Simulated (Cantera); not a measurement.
Charge: 1 mol HI, 1.5 mol O2, equilibrated at 1902 °C and 11300 Torr.

These are equilibrium values from Cantera (NASA tables, ideal gas, pure condensed phases), not measurements of a reactor. Candidate condensed phases: H2O, I2; 12 gas species. Equilibrium is a limit: real reactors are often held back by kinetics, nucleation or transport.

Question: What is the equilibrium state?

Answer: 
```
Property                              Value
--------------------------------  ---------
x(O2)                                 0.464
x(I)                                  0.324
x(H2O)                                0.182
x(I2)                                0.0214
x(HI)                               0.00409
x(OH)                               0.00376
x(O)                               0.000405
x(H2)                               6.71e-5
x(HO2)                              2.62e-5
gas amount                        2.693 mol
log10 activity of I2(l) (absent)      -2.61
```
